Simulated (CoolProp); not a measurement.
Saturation properties of carbonyl sulfide (Tc = 105.6 °C, pc = 6.369 MPa, ω = 0.098).

Values from CoolProp's reference Helmholtz-energy equation of state, Lemmon 2006. It is a short technical equation, of lower accuracy than the large ones.

| T (°C) | p (MPa) | enthalpy of vaporisation (kJ/kg) | vapour Z | surface tension (mN/m) |
|---|---|---|---|---|
| -48.55 | 0.1091 | 307.8 | 0.9700 | 20.5 |
| -36.75 | 0.1814 | 299.6 | 0.9572 | 18.3 |
| -25.05 | 0.2848 | 291.0 | 0.9415 | 16.2 |
| -13.25 | … | 281.7 | 0.9223 | 14.2 |
| -1.45 | 0.6227 | 271.6 | 0.8997 | 12.2 |
| 10.25 | 0.8718 | 260.6 | 0.8735 | 10.4 |
| 22.05 | 1.190 | 248.4 | 0.8431 | 8.64 |
| 33.85 | … | 234.7 | … | 6.98 |
| 45.65 | 2.069 | 219.3 | 0.7683 | 5.42 |
| 57.35 | 2.645 | 201.7 | 0.7227 | 3.99 |
| 69.15 | 3.335 | 180.7 | 0.6689 | 2.69 |
| 80.95 | 4.151 | 154.9 | 0.6038 | … |
| 92.75 | 5.110 | 119.8 | 0.5185 | 0.622 |

Task: Complete the blanks.

Result: 
- -13.25, p (MPa): 0.4293
- 33.85, p (MPa): 1.586
- 33.85, vapour Z: 0.8082
- 80.95, surface tension (mN/m): 1.55

It boils at -50.2 °C under 1 atm.

Surface tension comes from a separate correlation (Mulero 2012).
